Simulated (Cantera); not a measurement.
An isothermal, constant-pressure homogeneous reactor starts with 7.36 % H₂, 12.9 % O₂, 79.8 % N₂, at 975 K and 13300 Pa.

Detailed kinetics in Cantera: GRI-Mech 3.0 (53 species, 325 reactions). Radical loss at walls, strong at low pressure, is not modelled. The temperature is held fixed by assumption; the heat of reaction is taken as removed at once.

x: mole fraction; the columns are a selection and need not sum to one.

```json
[
 {"t (s)": "1.00e-5", "x H₂": "0.0736", "x O₂": "0.129", "x H": "4.42e-12", "x OH": "<1e-12", "x O": "<1e-12"},
 {"t (s)": "4.24e-5", "x H₂": "0.0736", "x O₂": "0.129", "x H": "1.91e-11", "x OH": "1.20e-12", "x O": "2.53e-12"},
 {"t (s)": "0.000180", "x H₂": "0.0736", "x O₂": "0.129", "x H": "1.48e-10", "x OH": "1.30e-11", "x O": "3.66e-11"},
 {"t (s)": "0.000763", "x H₂": "0.0736", "x O₂": "0.129", "x H": "3.77e-8", "x OH": "[?]", "x O": "1.02e-8"},
 {"t (s)": "0.00324", "x H₂": "0.00534", "x O₂": "0.0976", "x H": "0.00486", "x OH": "[?]", "x O": "0.00171"},
 {"t (s)": "0.0137", "x H₂": "0.000266", "x O₂": "0.0956", "x H": "7.28e-6", "x OH": "[?]", "x O": "3.65e-5"},
 {"t (s)": "0.0583", "x H₂": "3.02e-5", "x O₂": "0.0955", "x H": "2.30e-7", "x OH": "[?]", "x O": "3.36e-6"},
 {"t (s)": "0.247", "x H₂": "1.53e-6", "x O₂": "0.0955", "x H": "4.95e-9", "x OH": "[?]", "x O": "2.61e-7"},
 {"t (s)": "1.05", "x H₂": "3.55e-8", "x O₂": "0.0955", "x H": "1.32e-10", "x OH": "[?]", "x O": "2.85e-8"},
 {"t (s)": "4.45", "x H₂": "2.05e-9", "x O₂": "0.0955", "x H": "8.89e-12", "x OH": "[?]", "x O": "4.97e-9"},
 {"t (s)": "18.9", "x H₂": "3.85e-10", "x O₂": "0.0955", "x H": "<1e-12", "x OH": "[?]", "x O": "1.07e-9"},
 {"t (s)": "80.0", "x H₂": "8.90e-11", "x O₂": "0.0955", "x H": "<1e-12", "x OH": "[?]", "x O": "2.54e-10"}
]
```

Some entries are withheld; supply them.


- 0.000763, x OH: 3.50e-9
- 0.00324, x OH: 0.000962
- 0.0137, x OH: 5.18e-5
- 0.0583, x OH: 1.59e-5
- 0.247, x OH: 5.27e-6
- 1.05, x OH: 1.81e-6
- 4.45, x OH: 7.51e-7
- 18.9, x OH: 3.47e-7
- 80.0, x OH: 1.69e-7
